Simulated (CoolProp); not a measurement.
R404A along the isobar 972 kPa: Z from the reference equation and from simpler models built on Tc = 345.3 K, pc = 3735 kPa, ω = 0.293; each cubic takes its own stable root.

Values from CoolProp's reference Helmholtz-energy equation of state, Lemmon 2003. It is a pseudo-pure fit of the blend.

```json
[
 {"T (K)": "229.1", "phase": "liquid", "reference": "0.03825"},
 {"T (K)": "244.1", "phase": "liquid", "reference": "0.03725"},
 {"T (K)": "259.2", "phase": "liquid", "reference": "0.03657"},
 {"T (K)": "274.2", "phase": "liquid", "reference": "0.03624"},
 {"T (K)": "319.2", "phase": "gas", "reference": "0.8624"},
 {"T (K)": "334.2", "phase": "gas", "reference": "0.8855"},
 {"T (K)": "349.2", "phase": "gas", "reference": "0.9035"},
 {"T (K)": "364.2", "phase": "gas", "reference": "0.9179"},
 {"T (K)": "379.2", "phase": "gas", "reference": "0.9296"},
 {"T (K)": "394.2", "phase": "gas", "reference": "0.9393"},
 {"T (K)": "409.3", "phase": "gas", "reference": "0.9474"},
 {"T (K)": "424.3", "phase": "gas", "reference": "0.9542"},
 {"T (K)": "439.3", "phase": "gas", "reference": "0.9601"},
 {"T (K)": "454.3", "phase": "gas", "reference": "0.9651"}
]
```

Problem. How far does each simpler model (van der Waals, Redlich-Kwong, Soave-Redlich-Kwong, Peng-Robinson) lie from the reference over these 14 states: mean and median of the absolute difference, and the worst?

Solution. 
- van der Waals: mean 323.3 %, median 1.4 %, worst +2231.4 % at 274.2 K and 972 kPa
- Redlich-Kwong: mean 6.3 %, median 0.5 %, worst +22.9 % at 274.2 K and 972 kPa
- Soave-Redlich-Kwong: mean 4.7 %, median 0.6 %, worst +16.1 % at 274.2 K and 972 kPa
- Peng-Robinson: mean 0.7 %, median 0.4 %, worst +2.3 % at 274.2 K and 972 kPa

At some of these states van der Waals gives the other phase, because its saturation line lies elsewhere.
